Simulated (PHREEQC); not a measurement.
HF is added in steps, without added water, to 1 kg of water holding 160 mmol/kgw NH4Cl, 54 mmol/kgw K2HPO4 and 12 mmol/kgw NaCl, at 25 °C. Oxygen alone is held at its pressure in air (log pO2 = -0.68). CO2 from the air is kept out. No solid was allowed to form.

Base run: PHREEQC, ion-association model, wateq4f.dat. Each further column changes one thing. The table gives HPO4-2 (mol/kgw).

| HF added (mol) | base | all activity coefficients set to 1 | metal-ligand complexes left out | Davies equation for every ion | Debye-Hückel limiting law |
|---|---|---|---|---|---|
| 0 | 0.0472 | 0.0391 | 0.0497 | 0.0466 | 0.0505 |
| 0.0175 | 0.0339 | 0.0286 | 0.0358 | 0.0335 | 0.0356 |
| 0.04083 | 0.0124 | 0.0105 | 0.0131 | 0.0122 | 0.0129 |
| 0.05833 | 0.000142 | 7.95e-5 | 0.000142 | 0.000140 | 0.000271 |
| 0.08167 | 2.31e-5 | 1.28e-5 | 2.32e-5 | 2.28e-5 | 4.60e-5 |
| 0.09917 | 1.42e-5 | 7.84e-6 | 1.42e-5 | 1.40e-5 | 2.84e-5 |
| 0.1225 | 9.37e-6 | 5.17e-6 | 9.40e-6 | 9.26e-6 | 1.89e-5 |
| 0.14 | 7.46e-6 | 4.11e-6 | 7.48e-6 | 7.38e-6 | 1.51e-5 |

wateq4f.dat counts part of the HF as a dimer, H2F2, which phreeqc.dat doesn't know; its constant is uncertain. H3PO4, which wateq4f.dat lacks, is added to it with the constant of phreeqc.dat.
